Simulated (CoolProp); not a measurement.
n-heptane at 298.15 K and 0.278 MPa is throttled through a valve to 0.0923 MPa with no heat exchange. Each further row changes one setting.

Model: reference Helmholtz-energy equation of state, Span 2003, in CoolProp. It is a short technical equation, of lower accuracy than the large ones.

| case | final density (kg/m³) |
|---|---|
| as stated | 680 |
| outlet pressure 0.0277 MPa | 679 |
| outlet pressure 0.12 MPa | 680 |
